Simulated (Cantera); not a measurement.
**Equilibrium for abatement and gas-phase synthesis: PH3 + H2**

Charge: 1 mol PH3, 0.1 mol H2, held at 75.0 bar.

Cantera equilibrium calculation (NASA polynomials, part measured and part estimated; ideal gas, pure solids and liquids). Candidate condensed phases: P; 7 gas species. The ideal-gas law is rough above about 30 bar. The numbers say what is thermodynamically allowed, not how fast it happens.

From 2148 K to 3348 K nothing is condensed. The main P-bearing gas is P2 throughout.

| T (K) | x H2 | x P2 | x H | x P4 | x PH | x P | x PH3 |
|---|---|---|---|---|---|---|---|
| 2148 | 0.773 | 0.204 | 0.000423 | 0.0189 | 0.000470 | 6.05e-5 | 0.00293 |
| 2348 | 0.765 | 0.222 | 0.00125 | 0.00809 | 0.00107 | 0.000208 | 0.00219 |
| 2548 | 0.759 | 0.229 | 0.00311 | 0.00366 | 0.00210 | 0.000577 | 0.00169 |
| 2748 | 0.754 | 0.231 | 0.00681 | 0.00180 | 0.00370 | 0.00137 | 0.00135 |
| 2948 | 0.746 | 0.230 | 0.0134 | 0.000953 | 0.00600 | 0.00288 | 0.00110 |
| 3148 | 0.734 | 0.226 | 0.0241 | 0.000538 | 0.00907 | 0.00550 | 0.000906 |
| 3348 | 0.716 | 0.220 | 0.0403 | 0.000318 | 0.0129 | 0.00968 | 0.000751 |
x: gas mole fraction; nothing condenses.
